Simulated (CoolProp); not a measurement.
A single-stage vapour-compression cycle with ammonia: evaporating at 317.15 K (dew point), condensing at 381.15 K (bubble point), superheat 5 K, subcooling 2 K, compressor efficiency 0.6, no pressure losses. Each further row changes one setting.

Values from CoolProp's reference Helmholtz-energy equation of state, Gao 2020.

```json
[
 {"case": "as stated", "cooling COP": "2.02", "pressure ratio": "4.21", "discharge temperature (K)": "492.3", "refrigerating effect (kJ/kg)": "749", "volumetric capacity (kJ/m³)": "9750"},
 {"case": "evaporating temperature 322.15 K", "cooling COP": "2.27", "pressure ratio": "3.68", "discharge temperature (K)": "480.1", "refrigerating effect (kJ/kg)": "750", "volumetric capacity (kJ/m³)": "11200"},
 {"case": "condensing temperature 376.15 K", "cooling COP": "2.29", "pressure ratio": "3.82", "discharge temperature (K)": "479.5", "refrigerating effect (kJ/kg)": "782", "volumetric capacity (kJ/m³)": "10200"},
 {"case": "subcooling 7 K", "cooling COP": "2.12", "pressure ratio": "4.21", "discharge temperature (K)": "492.3", "refrigerating effect (kJ/kg)": "785", "volumetric capacity (kJ/m³)": "10200"},
 {"case": "superheat 15 K", "cooling COP": "2.00", "pressure ratio": "4.21", "discharge temperature (K)": "510.0", "refrigerating effect (kJ/kg)": "782", "volumetric capacity (kJ/m³)": "9640"},
 {"case": "compressor efficiency 0.5", "cooling COP": "1.69", "pressure ratio": "4.21", "discharge temperature (K)": "516.5", "refrigerating effect (kJ/kg)": "749", "volumetric capacity (kJ/m³)": "9750"}
]
```
